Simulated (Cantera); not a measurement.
Mixture: CH4 : C2H6 : C3H8 : O2 : N2 = 1 : 0.11 : 1.1 : 6.07 : 22.8 (molar parts), equivalence ratio 1.3, at 10.0 bar, adiabatic and at constant pressure. Ignition delay is the time to a rise of 400 K.

Computed with Cantera and GRI-Mech 3.0 (53 species, 325 reactions). GRI-Mech 3.0 was tuned for natural gas; its chemistry of propane as a main component is partial and can be far from experiment.

Q: Predict: delay at 1073 K; delay at 1173 K; delay at 1273 K; delay at 1373 K; delay at 1473 K; apparent activation energy between 1373 and 1473 K.

A: 
* **delay at 1073 K**: 10.2 ms
* **delay at 1173 K**: 2.14 ms
* **delay at 1273 K**: 0.440 ms
* **delay at 1373 K**: 0.104 ms
* **delay at 1473 K**: 30.9 µs
* **apparent activation energy between 1373 and 1473 K**: 200 kJ/mol
